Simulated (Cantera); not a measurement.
Input: 1 mol SiH₂Cl₂, 1.5 mol N₂, 1.8 mol NH₃, equilibrated at 1.33 mbar.

Equilibrium computed with Cantera from the NASA thermochemical tables; the gas is ideal and each condensed phase is pure. Candidate condensed phases: NH₄Cl, Si, Si₃N₄; 28 gas species. The tables' values for SiCl, SiN, SiCl₃ are old estimates; treat these amounts as uncertain. Gases not in the tables: Si₂H₆ and higher silanes. Equilibrium is a limit: real reactors are often held back by kinetics, nucleation or transport. All values below are at 1827 °C.

Base state: H₂ 0.380, N₂ 0.304, HCl 0.124, Si 0.0617, SiCl₂ 0.0538, H 0.0526, Cl 0.0127, SiCl 0.00855 (mole fractions); condensed: gas only.

What changes in the equilibrium state with this change: pressure from 1.33 mbar to 2.90 mbar?


```json
[
 {"species": "H₂", "before": "0.380", "after": "0.408"},
 {"species": "N₂", "before": "0.304", "after": "0.313"},
 {"species": "HCl", "before": "0.124", "after": "0.112"},
 {"species": "Si", "before": "0.0617", "after": "0.0460"},
 {"species": "H", "before": "0.0526", "after": "0.0369"},
 {"species": "Cl", "before": "0.0127", "after": "0.00749"},
 {"species": "SiCl₂", "before": "0.0538", "after": "0.0663"},
 {"species": "Si₃", "before": "6.26e-5", "after": "0.000123"},
 {"species": "Si₂N", "before": "0.000191", "after": "0.000345"},
 {"species": "SiH₂", "before": "4.28e-5", "after": "7.44e-5"},
 {"species": "SiCl₃", "before": "6.53e-5", "after": "0.000103"},
 {"species": "Si(l), mol", "before": "0", "after": "0.0490"}
]
```
